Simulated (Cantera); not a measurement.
Input: 1 mol Ti(OiPr)4, 4.1 mol O2, 18 mol H2, 1.4 mol H2O, at 1.50 Torr.

Equilibrium computed with Cantera from the NASA thermochemical tables; the gas is ideal and each condensed phase is pure. Candidate condensed phases: C, C6H6, C7H8, C8H18, H2O, Ti, TiC, TiO, TiO2, Ti2O3, Ti3O5, Ti4O7; 113 gas species. The feed counts by its element totals alone. Mutual solubility and eutectic melting of coexisting phases are not modelled. Kinetics and transport are ignored. All values below are at 1527 °C.

Base state: H2 0.729, CO 0.263, H 0.00683, H2O 0.00118, CO2 0.000111 (mole fractions); condensed: Ti2O3(s) + Ti3O5(s).

What changes in the equilibrium state with this change: Ti(OiPr)4 replaced by TiCl4?


| species | before | after |
|---|---|---|
| H2 | 0.729 | 0.455 |
| H2O | 0.00118 | 0.354 |
| HCl | 0 | 0.185 |
| CO | 0.263 | 0 |
| Cl | 0 | 0.00168 |
| CO2 | 0.000111 | 0 |
| OH | 7.29e-7 | 0.000277 |
| H | 0.00683 | 0.00540 |
| Ti2O3(s), mol | 0.376 | 0 |
| Ti3O5(s), mol | 0.0826 | 0 |
| TiO2(rutile), mol | 0 | 1.000 |
Further candidate phases: TiCl2, TiCl3, TiCl4.

What changes in the equilibrium state with this change: H2O from 1.4 to 4.9 mol?


```
species          before    after
-------------  --------  -------
H2                0.729    0.686
CO                0.263    0.239
H2O             0.00118   0.0625
OH              7.29e-7  3.99e-5
CO2            0.000111  0.00570
H               0.00683  0.00663
Ti2O3(s), mol     0.376        0
Ti3O5(s), mol    0.0826        0
Ti4O7(s), mol         0    0.250
```
Condensed phases not in the tables: Magnéli phases beyond Ti4O7.
